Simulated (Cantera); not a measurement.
A perfectly stirred reactor is fed with CH₄ : H₂ : O₂ : N₂ : H₂O = 1 : 0.94 : 1.9 : 7.14 : 0.77 (molar parts), at 3.20 bar; it is adiabatic with a 673 K inlet, and is followed from long to short residence time, starting on the burning branch (τ in s: 0.035, 0.018, 0.0094, 0.0049, 0.0025, 0.0013, 0.00069, 0.00036, 0.00019, 9.7e-05, 5.1e-05, 2.6e-05, 1.4e-05).

Model: GRI-Mech 3.0 (53 species, 325 reactions), integrated in Cantera.

What does this change do: H2O 0.77 to 1.1 parts?


```csv
quantity,before,after
"blow-out, bracketed by the residence times tried","burning at 51.0 µs, out at 26.0 µs","burning at 51.0 µs, out at 26.0 µs"
x(CH₄) at τ = 35.0 ms,2.54e-5,3.55e-5
x(H₂) at τ = 35.0 ms,0.0520,0.0523
x(O₂) at τ = 35.0 ms,9.76e-5,9.74e-5
x(O) at τ = 35.0 ms,2.15e-5,1.55e-5
x(N₂O) at τ = 35.0 ms,1.78e-8,1.42e-8
x(CH₄) at τ = 0.690 ms,0.000149,0.000186
x(H₂) at τ = 0.690 ms,0.0525,0.0527
x(O₂) at τ = 0.690 ms,0.00130,0.00136
x(O) at τ = 0.690 ms,0.000209,0.000167
x(N₂O) at τ = 0.690 ms,5.28e-8,4.64e-8
```
